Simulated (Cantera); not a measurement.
Charge: 1 mol PbO, a varied amount of H₂, equilibrated at 1173 K and 133 Pa.

Cantera equilibrium calculation (NASA polynomials, part measured and part estimated; ideal gas, pure solids and liquids). Candidate condensed phases: H₂O, Pb, PbO, PbO₂, Pb₃O₄; 12 gas species. Each liquid is taken as pure. Mutual solubility and eutectic melting of coexisting phases are not modelled. Equilibrium is a limit: real reactors are often held back by kinetics, nucleation or transport.

Q: What share of the Pb ends up in condensed phases as a function of n(H₂) (mol), at 0.41, 0.49, 0.57, 0.68, 0.8, 0.95, 1.1, 1.3, 1.6, 1.8?

A: 
| n(H₂) (mol) | Pb condensed (%) | as |
|---|---|---|
| 0.41 | 78.4 | Pb(l) + PbO(l) |
| 0.49 | 74.2 | Pb(l) + PbO(l) |
| 0.57 | 69.9 | Pb(l) + PbO(l) |
| 0.68 | 64.1 | Pb(l) + PbO(l) |
| 0.8 | 57.8 | Pb(l) + PbO(l) |
| 0.95 | 49.9 | Pb(l) + PbO(l) |
| 1.1 | 49.1 | Pb(l) |
| 1.3 | 39.8 | Pb(l) |
| 1.6 | 26.0 | Pb(l) |
| 1.8 | 16.7 | Pb(l) |
